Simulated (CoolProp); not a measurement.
Vapour-liquid equilibrium of C2F6 (R116) (1) + propane (2) at 272.2 K; x and y are mole fractions of (1).

Computed with CoolProp (multi-fluid Helmholtz-energy mixture model, Lemmon 2006 and Lemmon 2009; pair parameters Bell 2016).

| x | bubble pressure (MPa) | y at the bubble point | dew pressure at overall composition x (MPa) | liquid density (mol/L) |
|---|---|---|---|---|
| 0.05 | 0.7372 | 0.364 | 0.4864 | 11.79 |
| 0.15 | 1.090 | 0.568 | 0.5464 | 11.32 |
| 0.25 | 1.278 | 0.637 | 0.6222 | 10.86 |
| 0.35 | 1.388 | 0.674 | 0.7213 | 10.41 |
| 0.45 | 1.468 | 0.702 | 0.8557 | 9.972 |
| 0.55 | 1.541 | 0.732 | 1.046 | 9.560 |
| 0.65 | 1.613 | 0.769 | 1.316 | 9.183 |
| 0.75 | 1.682 | 0.817 | 1.577 | 8.852 |
| 0.85 | 1.743 | 0.878 | 1.719 | 8.578 |
| 0.95 | 1.786 | 0.955 | 1.784 | 8.366 |

No azeotrope shows between x = 0.05 and 0.95.

The pair parameters rest on a limited set of measurements; away from them the model extrapolates. With so large a gap from Raoult's law the liquid may split in two, which this calculation doesn't test in full.
